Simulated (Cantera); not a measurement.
A closed system holds: 1 mol B₂H₆, 0.28 mol H₂O, a varied amount of N₂, at 2248.15 K and 100000 Pa.

Cantera equilibrium calculation (NASA polynomials, part measured and part estimated; ideal gas, pure solids and liquids). Candidate condensed phases: B, BN, B₂O₃, B₃O₃H₃, H₂O; 39 gas species. The feed counts by its element totals alone. Mutual solubility and eutectic melting of coexisting phases are not modelled. Gases not in the tables: B₂H₆ and higher boranes. The numbers say what is thermodynamically allowed, not how fast it happens.

### Question
Which condensed phases are stable at each of these points (n(N₂) (mol)): 0.14, 0.26, 0.45, 0.8, 1.4, 2.5, 4.4?

### Answer
| n(N₂) (mol) | condensed phases | B condensed (%) |
|---|---|---|
| 0.14 | B(s) + BN(s) | 85.8 |
| 0.26 | B(s) + BN(s) | 85.8 |
| 0.45 | B(s) + BN(s) | 85.8 |
| 0.8 | B(s) + BN(s) | 85.8 |
| 1.4 | BN(s) | 86.6 |
| 2.5 | BN(s) | 86.8 |
| 4.4 | BN(s) | 86.8 |

From 0.14 mol N₂ to 0.8 mol N₂ the condensed part is B(s) + BN(s). From 1.4 mol N₂ to 4.4 mol N₂ the condensed part is BN(s).
